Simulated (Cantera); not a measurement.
Feed: 1 mol Pb, 45 mol H2, equilibrated at 1.60 bar.

Method: chemical equilibrium by Gibbs-energy minimisation in Cantera with the NASA 1993 tables (ideal gas, pure condensed phases). Candidate condensed phases: Pb; 4 gas species. Kinetics and transport are ignored.

log p: log10 of the partial pressure in bar; n: condensed amount in mol.

```csv
T (K),log p H2,log p Pb,log p H,log p Pb2,n Pb(s),n Pb(l)
473,0.20,<-11,<-11,<-11,1.00,0
623,0.20,-10.68,<-11,<-11,0,1.00
773,0.20,-7.64,<-11,<-11,0,1.000
923,0.20,-5.60,-9.51,…,0,1.000
1073,0.20,-4.14,-7.75,…,0,0.998
1223,0.20,-3.04,-6.42,…,0,0.974
1373,0.20,-2.19,-5.38,…,0,0.819
```

Problem. Fill in the missing entries.

Solution. 
- 923, log p Pb2: -11.64
- 1073, log p Pb2: -9.20
- 1223, log p Pb2: -7.37
- 1373, log p Pb2: -5.96
